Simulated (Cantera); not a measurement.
Charge: 1 mol Fe3O4, 4.6 mol CH4, 0.043 mol CO, equilibrated at 27000 Pa.

Cantera equilibrium calculation (NASA polynomials, part measured and part estimated; ideal gas, pure solids and liquids). Candidate condensed phases: C, C6H6, C7H8, C8H18, Fe, Fe(CO)5, FeO, Fe(OH)2, Fe(OH)3, Fe2O3, Fe3O4, H2O; 114 gas species. Iron dissolves carbon and melts from about 1420 K in contact with it, which pure phases cannot show. Condensed phases not in the tables: cementite and carbon dissolved in iron. Equilibrium is a limit: real reactors are often held back by kinetics, nucleation or transport.

x: gas mole fraction; n: condensed amount in mol.

| T (K) | x H2 | x CO | x Fe | x H | x H2O | x CO2 | x CH4 | n C(graphite) | n Fe(α) | n Fe(γ) | n Fe(δ) | n Fe(l) |
|---|---|---|---|---|---|---|---|---|---|---|---|---|
| 948 | 0.673 | 0.237 | <1e-12 | 8.28e-10 | 0.0418 | 0.0267 | 0.0210 | ? | 3.00 | 0 | 0 | 0 |
| 1098 | 0.689 | 0.299 | 4.31e-12 | 3.95e-8 | 0.00512 | 0.00221 | 0.00468 | 0.635 | 3.00 | 0 | 0 | 0 |
| 1248 | 0.693 | 0.305 | 8.63e-10 | 7.48e-7 | 0.000876 | 0.000248 | 0.00144 | 0.596 | 0 | 3.00 | 0 | 0 |
| 1398 | 0.694 | 0.305 | 5.40e-8 | 7.59e-6 | 0.000217 | 4.41e-5 | 0.000568 | 0.596 | 0 | 3.00 | 0 | 0 |
| 1548 | 0.694 | 0.305 | 1.49e-6 | 4.94e-5 | 7.03e-5 | 1.11e-5 | 0.000267 | 0.597 | 0 | 3.00 | 0 | 0 |
| 1698 | 0.694 | 0.305 | 2.26e-5 | 0.000232 | 2.79e-5 | 3.60e-6 | 0.000144 | 0.597 | 0 | 0 | 3.00 | 0 |
| 1848 | 0.694 | 0.305 | 0.000211 | 0.000850 | 1.29e-5 | 1.42e-6 | 8.56e-5 | 0.594 | 0 | 0 | 0 | 3.00 |
| 1998 | 0.691 | 0.305 | 0.00132 | 0.00257 | 6.71e-6 | 6.46e-7 | 5.50e-5 | 0.585 | 0 | 0 | 0 | 2.98 |
| 2148 | 0.683 | 0.302 | 0.00630 | 0.00663 | 3.78e-6 | 3.28e-7 | 3.72e-5 | 0.564 | 0 | 0 | 0 | 2.92 |
| 2298 | 0.662 | 0.296 | 0.0242 | 0.0150 | 2.22e-6 | 1.77e-7 | 2.55e-5 | ? | 0 | 0 | 0 | 2.67 |
| 2448 | 0.610 | 0.277 | 0.0781 | 0.0299 | 1.26e-6 | 9.49e-8 | 1.64e-5 | ? | 0 | 0 | 0 | 1.86 |
| 2598 | 0.517 | 0.242 | 0.180 | 0.0527 | 6.51e-7 | 4.72e-8 | 9.29e-6 | ? | 0 | 0 | 0 | 0 |

Question: Complete the blanks.

Answer: 
- 948, n C(graphite): 1.18
- 2298, n C(graphite): 0.522
- 2448, n C(graphite): 0.444
- 2598, n C(graphite): 0.315
